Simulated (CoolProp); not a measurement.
Vapour-liquid equilibrium of R13 (1) + R11 (2) at -11.45 °C; x and y are mole fractions of (1).

Model: multi-fluid Helmholtz-energy mixture model, Platzer 1990 and Jacobsen 1992; pair parameters Bell 2016, in CoolProp. This equation is an older, rougher fit; its heat capacities, sound speeds and derivatives of the liquid may be far off and weren't checked against measurements.

Q: Give the bubble pressure and the first vapour's composition at x = 0.35, 0.75, 0.85. Is there an azeotrope?

A: x = 0.35: 0.6420 MPa, y = 0.966; x = 0.75: 1.098 MPa, y = 0.986; x = 0.85: 1.219 MPa, y = 0.991. No azeotrope shows between x = 0.05 and 0.95.

The pair parameters rest on a limited set of measurements; away from them the model extrapolates. The gap from Raoult's law changes sign with composition, which may be real or a fault of the pair parameters; it wasn't checked against measurements.
